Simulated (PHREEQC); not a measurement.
Dissolve 140 mmol/kgw FeSO4 at 25 °C. Closed to the air; pH follows from the charge balance.

Computed with PHREEQC (ion-association model, phreeqc.dat).

The pH comes out as 5.83. The ionic strength is 0.294 mol/kgw and the specific conductance comes out as 11400 µS/cm. The density is 1.017 g/cm³.

```json
[
 {"species": "Fe+2", "molality": "0.0736", "activity": "0.0215", "log γ": "-0.535"},
 {"species": "SO4-2", "molality": "0.0736", "activity": "0.0186", "log γ": "-0.597"},
 {"species": "FeSO4", "molality": "0.0664", "activity": "0.0711", "log γ": "0.029"},
 {"species": "FeOH+", "molality": "6.44e-6", "activity": "4.60e-6", "log γ": "-0.146"},
 {"species": "HSO4-", "molality": "3.63e-6", "activity": "2.66e-6", "log γ": "-0.134"},
 {"species": "H+", "molality": "1.88e-6", "activity": "1.47e-6", "log γ": "-0.106"},
 {"species": "FeHSO4+", "molality": "9.37e-7", "activity": "6.88e-7", "log γ": "-0.134"},
 {"species": "OH-", "molality": "1.01e-8", "activity": "6.85e-9", "log γ": "-0.170"}
]
```

No solid was allowed to form. Complexes and solids missing from the database can't appear.
